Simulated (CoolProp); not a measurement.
Vapour pressure (MPa) of CF4 (R14): the reference equation beside estimates from Tc = -45.8 °C, pc = 3.762 MPa, ω = 0.178. Clausius-Clapeyron is anchored at -124.75 °C with a constant enthalpy of vaporisation of 11.67 kJ/mol.

Model: reference Helmholtz-energy equation of state, Platzer 1990, in CoolProp. This equation is an older, rougher fit; its heat capacities, sound speeds and derivatives of the liquid may be far off and weren't checked against measurements.

```json
[
 {"T (°C)": "-133.85", "reference": "0.06606", "Clausius-Clapeyron": "0.06847", "van der Waals": "0.3681", "Redlich-Kwong": "0.09550", "Soave-Redlich-Kwong": "0.06577", "Peng-Robinson": "0.06690"},
 {"T (°C)": "-130.75", "reference": "0.08342", "Clausius-Clapeyron": "0.08527", "van der Waals": "0.4166", "Redlich-Kwong": "0.1191", "Soave-Redlich-Kwong": "0.08323", "Peng-Robinson": "0.08432"},
 {"T (°C)": "-127.75", "reference": "0.1034", "Clausius-Clapeyron": "0.1045", "van der Waals": "0.4674", "Redlich-Kwong": "0.1458", "Soave-Redlich-Kwong": "0.1034", "Peng-Robinson": "0.1044"},
 {"T (°C)": "-124.75", "reference": "0.1270", "Clausius-Clapeyron": "0.1270", "van der Waals": "0.5222", "Redlich-Kwong": "0.1768", "Soave-Redlich-Kwong": "0.1272", "Peng-Robinson": "0.1280"},
 {"T (°C)": "-121.65", "reference": "0.1556", "Clausius-Clapeyron": "0.1542", "van der Waals": "0.5833", "Redlich-Kwong": "0.2137", "Soave-Redlich-Kwong": "0.1561", "Peng-Robinson": "0.1566"},
 {"T (°C)": "-118.65", "reference": "0.1876", "Clausius-Clapeyron": "0.1845", "van der Waals": "0.6466", "Redlich-Kwong": "0.2545", "Soave-Redlich-Kwong": "0.1886", "Peng-Robinson": "0.1887"},
 {"T (°C)": "-115.55", "reference": "0.2259", "Clausius-Clapeyron": "0.2207", "van der Waals": "0.7167", "Redlich-Kwong": "0.3023", "Soave-Redlich-Kwong": "0.2274", "Peng-Robinson": "0.2270"},
 {"T (°C)": "-112.55", "reference": "0.2682", "Clausius-Clapeyron": "0.2606", "van der Waals": "0.7891", "Redlich-Kwong": "0.3545", "Soave-Redlich-Kwong": "0.2705", "Peng-Robinson": "0.2695"},
 {"T (°C)": "-109.55", "reference": "0.3164", "Clausius-Clapeyron": "0.3059", "van der Waals": "0.8661", "Redlich-Kwong": "0.4129", "Soave-Redlich-Kwong": "0.3195", "Peng-Robinson": "0.3178"},
 {"T (°C)": "-106.45", "reference": "0.3727", "Clausius-Clapeyron": "0.3588", "van der Waals": "0.9507", "Redlich-Kwong": "0.4801", "Soave-Redlich-Kwong": "0.3769", "Peng-Robinson": "0.3743"},
 {"T (°C)": "-103.45", "reference": "0.4340", "Clausius-Clapeyron": "0.4164", "van der Waals": "1.037", "Redlich-Kwong": "0.5522", "Soave-Redlich-Kwong": "0.4396", "Peng-Robinson": "0.4360"},
 {"T (°C)": "-100.45", "reference": "0.5026", "Clausius-Clapeyron": "0.4808", "van der Waals": "1.129", "Redlich-Kwong": "0.6316", "Soave-Redlich-Kwong": "0.5097", "Peng-Robinson": "0.5050"}
]
```

Absolute difference from the reference over all 12 rows, mean and median: Clausius-Clapeyron 2.5 and 2.6 %, van der Waals 253.6 and 231.0 %, Redlich-Kwong 34.9 and 34.7 %, Soave-Redlich-Kwong 0.7 and 0.6 %, Peng-Robinson 0.7 and 0.5 %.
